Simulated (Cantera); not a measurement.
**Low-pressure radical oxidation in H2/O2**

A perfectly stirred reactor is fed with 1.67 % H2, 98.3 % O2, equivalence ratio 0.0085, at 0.0132 atm; it is held at 1075 K, and followed from long to short residence time.

Model: the H2/O2 subset of GRI-Mech 3.0, which has no nitrogen chemistry, integrated in Cantera. Radical loss at walls, strong at low pressure, is not modelled.

```csv
τ (s),x H2,x O2,x HO2,x H,x OH,x O
3.9,5.90e-5,0.982,6.91e-7,2.07e-5,0.000207,0.000690
1.4,0.000105,0.982,9.91e-7,5.51e-5,0.000296,0.00129
0.49,0.000188,0.981,1.39e-6,0.000144,0.000425,0.00233
0.18,0.000335,0.979,1.84e-6,0.000335,0.000599,0.00383
0.062,0.000644,0.977,2.36e-6,0.000730,0.000855,0.00580
0.022,0.00128,0.975,2.86e-6,0.00130,0.00118,0.00740
0.0079,0.00266,0.974,3.25e-6,0.00185,0.00155,0.00776
0.0028,0.00566,0.975,3.37e-6,0.00189,0.00179,0.00636
```
x: mole fraction; the columns are a selection and need not sum to one.
